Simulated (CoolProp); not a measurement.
n-nonane at several states: Z from the reference equation and from simpler models built on Tc = 594.5 K, pc = 22.82 bar, ω = 0.443; each cubic takes its own stable root.

The numbers come from the reference Helmholtz-energy equation of state, Lemmon 2006 in CoolProp. It is a short technical equation, of lower accuracy than the large ones.

```json
[
 {"T (K)": "264.1", "p (bar)": "28.6", "phase": "liquid", "reference": "0.2249"},
 {"T (K)": "338.9", "p (bar)": "6.76", "phase": "liquid", "reference": "0.04510"},
 {"T (K)": "420.9", "p (bar)": "2.91", "phase": "liquid", "reference": "0.01742"},
 {"T (K)": "445.2", "p (bar)": "1.22", "phase": "gas", "reference": "0.9418"},
 {"T (K)": "383.7", "p (bar)": "0.525", "phase": "liquid", "reference": "0.003275"},
 {"T (K)": "570.8", "p (bar)": "54.2", "phase": "liquid", "reference": "0.3129"}
]
```

**Question.** How far does each simpler model (Redlich-Kwong, Soave-Redlich-Kwong) lie from the reference over these 6 states: mean and median of the absolute difference, and the worst?

**Answer.** 
- Redlich-Kwong: mean 4951.9 %, median 23.9 %, worst +29613.0 % at 383.7 K and 0.525 bar
- Soave-Redlich-Kwong: mean 15.6 %, median 17.6 %, worst +20.4 % at 264.1 K and 28.6 bar

At some of these states Redlich-Kwong gives the other phase, because its saturation line lies elsewhere.
